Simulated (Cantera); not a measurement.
Cantera run:

```python
import numpy as np
import cantera as ct

gas_names = """
    H H2 N NH NH2 NH3 N2 N2H2 N2H4 Si SiH SiH2 SiH3 SiH4 SiN Si2 Si2N Si3
""".split()
cond_names = """
    Si(cr) Si(L) Si3N4(a)
""".split()


def load(file, names, dense=False):
    # The tables refer to 1 bar. Condensed volumes are neglected.
    table = {s.name: s for s in ct.Species.list_from_file(file)}
    out = []
    for n in names:
        d = dict(table[n].input_data)
        d["thermo"] = dict(d["thermo"], **{"reference-pressure": 1e5})
        if dense:
            d["equation-of-state"] = {"model": "constant-volume", "density": "1e6 g/cm^3"}
        out.append(ct.Species.from_dict(d))
    return out


gas = ct.Solution(thermo="ideal-gas", species=load("nasa_gas.yaml", gas_names))
cond = {s.name: ct.Solution(thermo="fixed-stoichiometry", species=[s], name=s.name)
        for s in load("nasa_condensed.yaml", cond_names, dense=True)}
atoms = {
    'SiH4': {'Si': 1, 'H': 4},
    'N2': {'N': 2},
}
top_T = {'Si3N4(a)': 2400}  # K; cautious upper limits of use, not melting points


def equilibrate(T, P, feed):
    n = {}
    for name, mol in feed.items():
        for a, k in atoms[name].items():
            n[a] = n.get(a, 0.0) + k * mol
    gas.TPX = T, P, n
    mass = sum(n.values()) * gas.mean_molecular_weight
    gas.equilibrate("TP")
    valid = [c for c in cond.values() if c.min_temp <= T <= top_T.get(c.name, c.max_temp)]
    mix = ct.Mixture([(gas, mass / gas.mean_molecular_weight)] + [(c, 0.0) for c in valid])
    mix.T, mix.P = T, P
    mix.equilibrate("TP", solver="vcs", rtol=1e-11, max_steps=5000)
    return mix


results = []
feed = {'SiH4': 1, 'N2': 0.32}  # mol
T = 875  # K
P = 120  # Pa
mix = equilibrate(T, P, feed)
results.append((T, P, feed, dict(zip(mix.species_names, mix.species_moles))))
x = sorted(zip(gas.X, gas.species_names), reverse=True)
print(f"T = {T:g} K  P = {P:g} Pa  gas = {mix.phase_moles(0):.4g} mol")
print("   x: " + "  ".join(f"{s} {v:.3e}" for v, s in x if v > 0.001))
print("   condensed (mol): " + ("  ".join(f"{mix.phase(i).name} {mix.phase_moles(i):.4g}"
      for i in range(1, mix.n_phases) if mix.phase_moles(i) > 1e-12) or "none"))
```

Output:

```
T = 875 K  P = 120 Pa  gas = 2 mol
   x: H2 1.000e+00
   condensed (mol): Si(cr) 0.52  Si3N4(a) 0.16
```

These are equilibrium values from Cantera (NASA tables, ideal gas, pure condensed phases), not measurements of a reactor. N2 is the only nitrogen source here; it is nearly inert below about 1500 K, so the nitride shown seldom forms there in practice.
